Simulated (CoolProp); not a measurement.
Vapour-liquid equilibrium of n-heptane (1) + o-xylene (2) at 0.0361 MPa; x and y are mole fractions of (1).

Model: multi-fluid Helmholtz-energy mixture model, Span 2003 and Zhou 2012; pair parameters Bell 2016, in CoolProp.

```
x     bubble temperature, mixture model (°C)  bubble temperature, Raoult's law (°C)  y, mixture model  y, Raoult's law
----  --------------------------------------  -------------------------------------  ----------------  ---------------
0.05                                   103.3                                  105.1             0.214            0.170
0.15                                    94.6                                   98.1             0.473            0.417
0.25                                    88.5                                   92.2             0.621            0.583
0.35                                    83.9                                   87.2             0.717            0.699
0.45                                    80.2                                   82.9             0.785            0.783
0.55                                    77.1                                   79.2             0.838            0.847
0.65                                    74.5                                   75.9             0.881            0.896
0.75                                    72.1                                   73.0             0.919            0.934
0.85                                    69.9                                   70.3             0.953            0.964
0.95                                    67.8                                   67.9             0.985            0.989
```

The largest gap from Raoult's law is -3.7 K in bubble temperature, at x = 0.25. No azeotrope shows between x = 0.05 and 0.95.

Pair parameters are fitted to limited data, so mixtures are less certain than the pure fluids.
